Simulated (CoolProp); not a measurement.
Saturation properties of normal hydrogen.

Values from CoolProp's reference Helmholtz-energy equation of state, Leachman 2009.

| T (°C) | p (MPa) | enthalpy of vaporisation (kJ/kg) | liquid cp (kJ/(kg K)) | vapour viscosity (µPa s) | liquid conductivity (mW/(m K)) |
|---|---|---|---|---|---|
| -247.25 | 0.3862 | 396.3 | 14.36 | 1.34 | 102 |
| -246.25 | 0.4690 | 379.3 | 15.82 | 1.41 | 100 |
| -245.35 | 0.5535 | 361.2 | 17.53 | 1.49 | 99.1 |
| -244.35 | 0.6593 | 337.1 | 20.15 | 1.58 | 97.3 |
| -243.45 | 0.7661 | 310.9 | 23.68 | 1.68 | 95.4 |
| -242.45 | 0.8988 | 274.4 | 30.50 | 1.81 | 92.8 |
| -241.45 | 1.048 | 224.9 | 46.71 | 2.00 | 90.2 |
| -240.55 | 1.197 | 153.2 | 116.7 | 2.30 | 91.7 |

It boils at -252.8 °C under 1 atm.

Viscosity comes from a separate model (Muzny 2013). Thermal conductivity comes from a separate model (Assael 2011).
